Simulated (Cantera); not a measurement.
A perfectly stirred reactor is fed with CO : H₂ : O₂ : N₂ : H₂O = 1 : 0.031 : 0.43 : 1.62 : 0.21 (molar parts), at 900 Torr; it is adiabatic with a 475 K inlet, and is followed from long to short residence time, starting on the burning branch (τ in s: 0.18, 0.068, 0.026, 0.01, 0.0039, 0.0015, 0.00057, 0.00022, 8.3e-05, 3.2e-05, 1.2e-05).

Detailed kinetics in Cantera: GRI-Mech 3.0 (53 species, 325 reactions).

Q: What does this change do: pressure from 900 Torr to 1800 Torr?

A: 
| quantity | before | after |
|---|---|---|
| blow-out, bracketed by the residence times tried | burning at 83.0 µs, out at 32.0 µs | burning at 83.0 µs, out at 32.0 µs |
| x(CO) at τ = 0.180 s | 0.0720 | 0.0683 |
| x(H₂) at τ = 0.180 s | 0.00348 | 0.00324 |
| x(O₂) at τ = 0.180 s | 0.00601 | 0.00423 |
| x(N₂O) at τ = 0.180 s | 1.31e-7 | 1.70e-7 |
| x(NO) at τ = 0.180 s | 0.00228 | 0.00216 |
| x(CO) at τ = 1.50 ms | 0.106 | 0.0912 |
| x(H₂) at τ = 1.50 ms | 0.00623 | 0.00481 |
| x(O₂) at τ = 1.50 ms | 0.0244 | 0.0166 |
| x(N₂O) at τ = 1.50 ms | 1.44e-7 | 2.62e-7 |
| x(NO) at τ = 1.50 ms | 0.000146 | 0.000314 |
The hydrogen kinetics of GRI-Mech 3.0 are dated; newer H2 mechanisms differ, most at raised pressure.

Q: What does this change do: inlet temperature 475 to 550 K?

A: 
```
quantity                                                                      before                               after
------------------------------------------------  ----------------------------------  ----------------------------------
blow-out, bracketed by the residence times tried  burning at 83.0 µs, out at 32.0 µs  burning at 83.0 µs, out at 32.0 µs
x(CO) at τ = 0.180 s                                                          0.0720                              0.0750
x(H₂) at τ = 0.180 s                                                         0.00348                             0.00359
x(O₂) at τ = 0.180 s                                                         0.00601                             0.00722
x(N₂O) at τ = 0.180 s                                                        1.31e-7                             1.53e-7
x(NO) at τ = 0.180 s                                                         0.00228                             0.00275
x(CO) at τ = 1.50 ms                                                           0.106                               0.108
x(H₂) at τ = 1.50 ms                                                         0.00623                             0.00623
x(O₂) at τ = 1.50 ms                                                          0.0244                              0.0252
x(N₂O) at τ = 1.50 ms                                                        1.44e-7                             1.48e-7
x(NO) at τ = 1.50 ms                                                        0.000146                            0.000181
```
